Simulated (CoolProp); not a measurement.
Vapour pressure (MPa) of sulfur hexafluoride: the reference equation beside estimates from Tc = 318.7 K, pc = 3.755 MPa, ω = 0.210. Clausius-Clapeyron is anchored at 247.5 K with a constant enthalpy of vaporisation of 14.54 kJ/mol.

Model: reference Helmholtz-energy equation of state, Guder 2009, in CoolProp.

```csv
T (K),reference,Clausius-Clapeyron,van der Waals,Soave-Redlich-Kwong
242.1,0.4744,0.4886,1.128,0.4839
247.5,0.5720,0.5720,1.253,0.5836
252.8,0.6817,0.6633,1.383,0.6956
258.2,0.8087,0.7666,1.525,0.8253
263.5,0.9496,0.8784,1.673,0.9692
268.9,1.111,1.004,1.833,1.134
274.3,1.292,1.141,2.001,1.318
279.6,1.490,1.287,2.176,1.520
285,1.714,1.449,2.363,1.747
290.3,1.957,1.621,2.556,1.993
295.7,2.230,1.809,2.763,2.268
```

Absolute difference from the reference over all 11 rows, mean and median: Clausius-Clapeyron 9.5 and 9.6 %, van der Waals 71.2 and 65.0 %, Soave-Redlich-Kwong 2.0 and 2.0 %.
